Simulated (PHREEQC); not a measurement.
Model water analysis in mmol/kgw, 25 °C, pH 3.23, pe 12.8: Na 0.731; K 5.61; Ca 4.8; Mg 0.351; Cl 3.9; S(6) 7; Pb 0.251; Zn 0.0408; Cd 0.142; Al 0.201; Cu(2) 0.163.

Valence states are taken as typed.

The numbers come from PHREEQC with the ion-association model, wateq4f.dat.

Precipitation was switched off in this run.

Question: Order these Al species by the share of Al that they hold, largest first: AlOH+2, Al+3, AlSO4+, Al(SO4)2-.

Answer: AlSO4+ (72 %), Al+3 (22 %), Al(SO4)2- (6.4 %), AlOH+2 (0.21 %)

The pH is 3.23 and the ionic strength 0.0245 mol/kgw. The solution is supersaturated, for example in Anglesite, so a real one may precipitate; this is no full list. Complexes and solids missing from the database can't appear.
